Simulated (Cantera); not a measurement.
Input: 1 mol CH3F, equilibrated at 70.0 mbar.

Method: chemical equilibrium by Gibbs-energy minimisation in Cantera with the NASA 1993 tables (ideal gas, pure condensed phases). Candidate condensed phases: C, C6H6, C7H8, C8H18; 95 gas species. The numbers say what is thermodynamically allowed, not how fast it happens.

x: gas mole fraction; n: condensed amount in mol.

```json
[
 {"T (K)": "975", "x HF": "0.501", "x H2": "0.497", "x CH4": "0.00217", "x H": "___", "n C(graphite)": "0.996"},
 {"T (K)": "1075", "x HF": "0.500", "x H2": "0.499", "x CH4": "0.000785", "x H": "___", "n C(graphite)": "0.998"},
 {"T (K)": "1175", "x HF": "0.500", "x H2": "0.499", "x CH4": "0.000334", "x H": "___", "n C(graphite)": "0.999"},
 {"T (K)": "1275", "x HF": "0.500", "x H2": "0.500", "x CH4": "0.000162", "x H": "___", "n C(graphite)": "1.000"},
 {"T (K)": "1375", "x HF": "0.500", "x H2": "0.500", "x CH4": "8.71e-5", "x H": "___", "n C(graphite)": "1.000"},
 {"T (K)": "1475", "x HF": "0.500", "x H2": "0.500", "x CH4": "5.08e-5", "x H": "___", "n C(graphite)": "1.000"},
 {"T (K)": "1575", "x HF": "0.500", "x H2": "0.500", "x CH4": "3.18e-5", "x H": "___", "n C(graphite)": "1.000"},
 {"T (K)": "1675", "x HF": "0.500", "x H2": "0.500", "x CH4": "2.11e-5", "x H": "___", "n C(graphite)": "1.000"},
 {"T (K)": "1775", "x HF": "0.500", "x H2": "0.499", "x CH4": "1.46e-5", "x H": "___", "n C(graphite)": "1.000"},
 {"T (K)": "1875", "x HF": "0.500", "x H2": "0.499", "x CH4": "1.05e-5", "x H": "___", "n C(graphite)": "0.999"}
]
```

Question: Fill in the missing entries.

Answer: 
- 975, x H: 3.05e-9
- 1075, x H: 3.92e-8
- 1175, x H: 3.27e-7
- 1275, x H: 1.97e-6
- 1375, x H: 9.16e-6
- 1475, x H: 3.47e-5
- 1575, x H: 0.000111
- 1675, x H: 0.000310
- 1775, x H: 0.000773
- 1875, x H: 0.00175
